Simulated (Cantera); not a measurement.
Transport properties of process gases

Gas mixture: 46.0 % H2, 54.0 % C2H2, at 0.000622 atm, frozen composition.

Cantera's kinetic-theory transport with the Lennard-Jones parameters of GRI-Mech 3.0, ideal gas; thermal conductivity in the multicomponent form.

```
T (K)  ρ (kg/m³)  cp (J/kg/K)  μ (µPa s)  λ (mW/m/K)     Pr  D (cm²/s) C2H2  D (cm²/s) NH3  D (cm²/s) CH3
-----  ---------  -----------  ---------  ----------  -----  --------------  -------------  -------------
400     0.000284         2711       14.1        83.0  0.459            1650            734            738
500     0.000227         2871       16.8         101  0.478            2410           1120           1100
600     0.000189         2992       19.3         118  0.492            3280           1570           1510
700     0.000162         3096       21.7         134  0.501            4250           2080           1970
800     0.000142         3195       23.9         150  0.507            5310           2640           2470
900     0.000126         3291       25.9         167  0.512            6460           3260           3020
1000    0.000114         3373       27.9         182  0.516            7700           3920           3610
```
D: mixture-averaged diffusion coefficient of that species in the mixture.
